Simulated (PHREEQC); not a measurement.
Solution (25 °C): 7.5 mmol/kgw H2SO4, 0.043 mmol/kgw H3BO3 and 17 mmol/kgw NaCl. Closed to the air; pH follows from the charge balance.

Computed with PHREEQC (Pitzer model, pitzer.dat).

**Question.** The ionic strength comes out as 0.0342 mol/kgw. What activity coefficients do HSO4-, Na+, SO4-2, H+, Cl- get?

**Answer.** HSO4- 0.85, Na+ 0.84, SO4-2 0.47, H+ 0.84, Cl- 0.84. Single-ion values are on the MacInnes scale.

This is a speciation only: nothing precipitates in the calculation.
